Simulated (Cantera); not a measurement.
A Cantera script and what it prints.

```python
import numpy as np
import cantera as ct

gas_names = """
    C CO COS CO2 CS CS2 C2 C2O C3 C3O2 C4 C5 Fe FeC5O5 FeO O O2 O3 S SO SO2 SO3 S2 S2O S8
""".split()
cond_names = """
    C(gr) Fe(a) Fe(c) Fe(d) Fe(L) FeC5O5(L) FeO(s) FeO(L) FeS(a) FeS(b) FeS(c) FeS(L) FeSO4(s) FeS2(s)
    Fe2O3(s) Fe2S3O12(s) Fe3O4(s) S(cr1) S(cr2) S(L)
""".split()


# ... load() reads the species with a 1 bar reference pressure and builds the phases ...
atoms = {
    'FeS': {'Fe': 1, 'S': 1},
    'SO3': {'S': 1, 'O': 3},
    'CO2': {'C': 1, 'O': 2},
}
top_T = {'C(gr)': 4500, 'FeSO4(s)': 950, 'FeS2(s)': 1010, 'Fe2O3(s)': 1830, 'Fe2S3O12(s)': 1100, 'Fe3O4(s)': 1870}  # K; cautious upper limits of use, not melting points


# ... equilibrate(T, P, feed) seeds the gas with the atoms and calls Mixture.equilibrate('TP', solver="vcs", rtol=1e-11, max_steps=5000) ...
results = []
feed = {'FeS': 1, 'SO3': 2.5, 'CO2': 0.1}  # mol
P = 5800  # Pa
for T in [723, 773, 823, 873, 923, 973, 1023, 1073]:
    mix = equilibrate(T, P, feed)
    results.append((T, P, feed, dict(zip(mix.species_names, mix.species_moles))))

top = {s: max(r[3][s] / sum(r[3][g] for g in gas_names) for r in results) for s in gas_names}
cols = sorted((s for s in top if top[s] > 1e-06), key=lambda s: -top[s])[:6]
seen = [c for c in cond_names if any(r[3].get(c, 0) > 1e-12 for r in results)]
print("log10 of partial pressures in bar; condensed amounts in mol")
print(f"{'T/K':>10s}" + "".join(f"{s[:9]:>10s}" for s in cols + seen))
for T, P, feed, n in results:
    ng = sum(n[g] for g in gas_names)
    print(f"{T:10.4g}" + "".join(f"{np.log10(max(n[s] / ng * P / 1e5, 1e-99)):10.3f}" for s in cols)
          + "".join(f"{n.get(c, 0):10.4g}" for c in seen))
```

It prints:

```
log10 of partial pressures in bar; condensed amounts in mol
       T/K       SO2        S2       CO2       S2O        SO        CO    FeS(c)   FeS2(s)  Fe3O4(s)
       723    -1.250    -4.345    -2.754    -5.039    -8.327    -7.938         0     0.154     0.282
       773    -1.252    -3.743    -2.754    -4.607    -7.609    -7.309         0    0.1478    0.2841
       823    -1.255    -3.213    -2.756    -4.228    -6.978    -6.757         0    0.1282    0.2906
       873    -1.260    -2.915    -2.764    -4.021    -6.464    -6.316    0.1604         0    0.2799
       923    -1.263    -2.792    -2.764    -3.944    -6.041    -5.954    0.1316         0    0.2895
       973    -1.267    -2.682    -2.765    -3.874    -5.661    -5.629   0.09758         0    0.3008
      1023    -1.272    -2.581    -2.767    -3.811    -5.319    -5.336   0.05836         0    0.3139
      1073    -1.277    -2.491    -2.769    -3.755    -5.010    -5.071   0.01421         0    0.3286
```

Equilibrium computed with Cantera from the NASA thermochemical tables; the gas is ideal and each condensed phase is pure. Mutual solubility and eutectic melting of coexisting phases are not modelled. FeS: taken at fixed stoichiometry. Gases not in the tables: S3 to S7.
